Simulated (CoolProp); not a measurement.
Vapour-liquid equilibrium of benzene (1) + n-heptane (2) at 139.15 °C; x and y are mole fractions of (1).

Model: multi-fluid Helmholtz-energy mixture model, Thol 2012 and Span 2003; pair parameters Bell 2016, in CoolProp.

### Question
Give the bubble pressure and the first vapour's composition at x = 0.5, 0.575, 0.65. Is there an azeotrope?

### Answer
x = 0.5: 0.4079 MPa, y = 0.609; x = 0.575: 0.4204 MPa, y = 0.669; x = 0.65: 0.4315 MPa, y = 0.725. No azeotrope shows between x = 0.05 and 0.95.

The pair parameters rest on a limited set of measurements; away from them the model extrapolates.
